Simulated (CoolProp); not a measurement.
Carbonyl sulfide at several states: Z from the reference equation and from simpler models built on Tc = 378.8 K, pc = 6369 kPa, ω = 0.098; each cubic takes its own stable root.

Values from CoolProp's reference Helmholtz-energy equation of state, Lemmon 2006. It is a short technical equation, of lower accuracy than the large ones.

```tsv
T (K)	p (kPa)	phase	reference	van der Waals	Redlich-Kwong	Soave-Redlich-Kwong	Peng-Robinson
579.6	908	gas	0.9884	0.9859	0.9871	0.9894	0.9860
326.6	6050	liquid	0.1451	0.2203	0.1611	0.1589	0.1407
544.8	34900	supercritical	0.8222	0.8923	0.8403	0.8837	0.8212
```
